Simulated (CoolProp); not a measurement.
Tetradecamethylhexasiloxane (MD4M) along the isobar 8.26 bar: Z from the reference equation and from simpler models built on Tc = 653.2 K, pc = 8.286 bar, ω = 0.800; each cubic takes its own stable root.

Values from CoolProp's reference Helmholtz-energy equation of state, Thol 2019.

| T (K) | phase | reference |
|---|---|---|
| 467 | liquid | 0.1356 |
| 486.2 | liquid | 0.1341 |
| 505.3 | liquid | 0.1332 |
| 524.4 | liquid | 0.1328 |
| 543.5 | liquid | 0.1330 |
| 562.6 | liquid | 0.1340 |
| 581.8 | liquid | 0.1360 |
| 600.9 | liquid | 0.1397 |
| 620 | liquid | 0.1463 |

How far does each simpler model (van der Waals, Soave-Redlich-Kwong, Peng-Robinson) lie from the reference over these 9 states: mean and median of the absolute difference, and the worst?


- van der Waals: mean 72.6 %, median 72.6 %, worst +76.5 % at 467 K and 8.26 bar
- Soave-Redlich-Kwong: mean 12.7 %, median 11.7 %, worst +17.5 % at 620 K and 8.26 bar
- Peng-Robinson: mean 1.5 %, median 1.4 %, worst +4.4 % at 620 K and 8.26 bar
